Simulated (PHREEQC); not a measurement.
PHREEQC input (ion-association model, wateq4f.dat):

```
SOLUTION_MASTER_SPECIES
  An  An-  0  An  62.0  # stands for a non-complexing anion
SOLUTION_SPECIES
  An- = An-
    -log_k 0
    -gamma 3.0 0
PHASES
  Fix_H+
    H+ = H+
    -log_k 0
SOLUTION 1
  temp 25
  units mmol/kgw
  pH 7 charge
  Cl 0.068
  Zn 0.034
  S(6) 0.56
  Na 6.12
  An 5
END
SELECTED_OUTPUT 1
  -reset false
  -pH true
  -pe true
  -ionic_strength true
  -water true
  -totals Cl Na S Zn S(-2) S(6)
  -molalities Hfo_wOH Hfo_wOH2+ Hfo_wO- Hfo_sOH Hfo_sOH2+ Hfo_sO- Hfo_wSO4- Hfo_wOHSO4-2 Hfo_sOZn+ Hfo_wOZn+
  -saturation_indices Zn(OH)2-e Zn4(OH)6SO4 Zn5(OH)8Cl2 Halite Mirabilite Goslarite
USER_PUNCH 1
  -headings sigma psi
  10 PUNCH EDL("sigma", "Hfo"), EDL("psi", "Hfo")
PRINT
  -reset false
USE solution 1
SURFACE 1
  Hfo_wOH 0.00719101 600 3.2
  Hfo_sOH 0.000179775
EQUILIBRIUM_PHASES 1
  Fix_H+ -4 HAn 10
    -force_equality true
  O2(g) -0.68 10
END
# ... the last block is repeated for the other 16 points of pH, with NaOH or the acid as the point needs
```

Selected output (columns that matter, 10 of 17 rows; pH added in front):

```
pH	mu	Cl	Na	S	Zn	m_Hfo_wOH	si_Zn(OH)2-e	si_Zn4(OH)6SO4	si_Zn5(OH)8Cl2	si_Halite	si_Mirabilite	si_Goslarite	sigma	psi
4	0.0080599	6.8e-05	0.00612	2.5311e-08	3.3859e-05	0.0023694	-8.1262	-30.675	-38.049	-8.0445	-11.165	-10.437	0.17386	0.17973
5	0.0070297	6.8e-05	0.00612	3.219e-07	2.7019e-05	0.0038405	-6.2154	-23.916	-30.49	-8.0397	-10.043	-9.4099	0.082171	0.14487
6	0.0064558	6.8e-05	0.00612	9.9956e-06	2.049e-06	0.0045458	-5.3311	-20.879	-28.065	-8.0368	-8.5415	-9.0264	0.03207	0.099604
6.5	0.0063685	6.8e-05	0.00612	5.9674e-05	2.5753e-07	0.0047782	-5.2344	-20.715	-28.581	-8.0364	-7.7642	-9.1527	0.019131	0.075165
7.5	0.0065979	6.8e-05	0.00612	0.00043554	4.7142e-09	0.0053995	-5.0062	-20.941	-29.441	-8.0381	-6.9054	-10.063	0.006125	0.031093
8.5	0.0067603	6.8e-05	0.0062684	0.00055733	1.2563e-10	0.005514	-4.8955	-22.393	-30.889	-8.0287	-6.7805	-11.848	-0.0041339	-0.021396
9.5	0.006958	6.7999e-05	0.0066248	0.00055996	6.4821e-11	0.0054771	-4.81	-24.052	-32.462	-8.0057	-6.7338	-13.762	-0.020218	-0.075675
10	0.0071764	6.7999e-05	0.0069891	0.00055999	7.7049e-11	0.0054052	-4.7318	-24.741	-33.072	-7.9835	-6.6908	-14.687	-0.034758	-0.10097
11	0.0087222	6.7998e-05	0.009099	0.00055998	2.0465e-10	0.0048616	-4.4209	-25.514	-33.525	-7.876	-6.485	-16.392	-0.090776	-0.14445
12	0.020468	6.7994e-05	0.022206	0.00055995	5.7606e-09	0.0027078	-3.5803	-24.237	-31.361	-7.526	-5.8331	-17.638	-0.22425	-0.16889
```
